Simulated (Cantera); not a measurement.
Charge: 1 mol SiC, 0.065 mol CO₂, 39 mol H₂, 0.68 mol O₂, at 1575 K and 1 atm.

Method: chemical equilibrium by Gibbs-energy minimisation in Cantera with the NASA 1993 tables (ideal gas, pure condensed phases). Candidate condensed phases: C, C₆H₆, C₇H₈, C₈H₁₈, H₂O, Si, SiC, SiO₂; 123 gas species. Mutual solubility and eutectic melting of coexisting phases are not modelled. The tables hold silica as quartz up to 1696 K and as liquid above; real silica turns to tridymite and cristobalite and melts near 1996 K. Equilibrium is a limit: real reactors are often held back by kinetics, nucleation or transport.

Base state: H₂ 0.986, CO 0.0134, CH₄ 0.000596, SiO 0.000319, H₂O 4.11e-5, H 4.10e-5 (mole fractions); condensed: SiC(s) + SiO₂(β-quartz).

Problem. What changes in the equilibrium state with this change: temperature from 1575 K to 2023 K?

Solution. 
```
species                before    after
-------------------  --------  -------
H₂                      0.986    0.961
CO                     0.0134   0.0192
SiO                  0.000319   0.0175
Si                    1.64e-9  3.23e-5
SiH                   3.92e-9  2.05e-5
SiH₂                  1.07e-7  6.68e-5
H                     4.10e-5  0.00185
SiC(s), mol             0.513    0.284
SiO₂(β-quartz), mol     0.474        0
```
Gases not in the tables: Si₂H₆ and higher silanes.

Problem. What changes in the equilibrium state with this change: O₂ from 0.68 to 0.042 mol?

Solution. 
```csv
species,before,after
H₂,0.986,0.996
CO,0.0134,0.00295
SiO,0.000319,0.000527
CH₄,0.000596,0.000222
H₂O,4.11e-5,2.51e-5
H,4.10e-5,4.12e-5
"SiC(s), mol",0.513,0.941
"SiO₂(β-quartz), mol",0.474,0.0385
```

Problem. What changes in the equilibrium state with this change: O₂ from 0.68 to 0.078 mol?

Solution. 
| species | before | after |
|---|---|---|
| H₂ | 0.986 | 0.996 |
| CO | 0.0134 | 0.00353 |
| SiO | 0.000319 | 0.000497 |
| CH₄ | 0.000596 | 0.000250 |
| H₂O | 4.11e-5 | 2.67e-5 |
| H | 4.10e-5 | 4.12e-5 |
| SiC(s), mol | 0.513 | 0.917 |
| SiO₂(β-quartz), mol | 0.474 | 0.0636 |
